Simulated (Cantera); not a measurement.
Feed: 1 mol SiF4, 10 mol O2, 2.3 mol H2, at 0.00330 bar.

Equilibrium computed with Cantera from the NASA thermochemical tables; the gas is ideal and each condensed phase is pure. Candidate condensed phases: H2O, Si, SiO2; 38 gas species. The tables hold silica as quartz up to 1696 K and as liquid above; real silica turns to tridymite and cristobalite and melts near 1996 K. Kinetics and transport are ignored.

Question: What share of the Si ends up in condensed phases as a function of T (K), at 698, 798, 898, 998, 1098, 1198, 1298, 1398, 1498, 1598, 1698, 1798?

Answer: 
```csv
T (K),Si condensed (%),as
698,37.4,SiO2(α-quartz)
798,54.1,SiO2(α-quartz)
898,68.1,SiO2(β-quartz)
998,78.4,SiO2(β-quartz)
1098,85.6,SiO2(β-quartz)
1198,90.5,SiO2(β-quartz)
1298,93.7,SiO2(β-quartz)
1398,95.9,SiO2(β-quartz)
1498,97.3,SiO2(β-quartz)
1598,98.2,SiO2(β-quartz)
1698,98.7,SiO2(condensed)
1798,99.1,SiO2(condensed)
```
